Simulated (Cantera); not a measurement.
Diamond growth

A diamond (100) surface in a fixed gas of H2 with x(CH4) = 0.0046, x(H) = 0.00068, at 900 K, 0.0681 atm; coverages are run to steady state.

Model: the Harris–Goodwin 1993 mechanism for the reconstructed diamond (100) surface, integrated in Cantera.

```
x(CH3)   growth (µm/h)  θ c6HH   θ c6H*  θ c6*H    θ c6**   θ c6HM
-------  -------------  ------  -------  ------  --------  -------
1e-06           0.0211   0.692   0.0104   0.292   0.00420  0.00121
2.6e-06         0.0546   0.691   0.0104   0.291   0.00419  0.00313
6.8e-06          0.142   0.686   0.0103   0.289   0.00415  0.00814
1.8e-05          0.369   0.675   0.0102   0.284   0.00407   0.0212
4.7e-05          0.921   0.648  0.00974   0.273   0.00386   0.0529
0.00012           2.12   0.589  0.00884   0.247   0.00342    0.122
0.00032           4.45   0.475  0.00708   0.198   0.00256    0.255
0.00083           7.49   0.325  0.00478   0.134   0.00149    0.431
0.0022            10.3   0.186  0.00265  0.0741  0.000601    0.593
```
θ: site fractions in the mechanism's names (c6HH fully hydrogenated, c6H* and c6*H radical sites, c6** diradical, c6HM methylated).
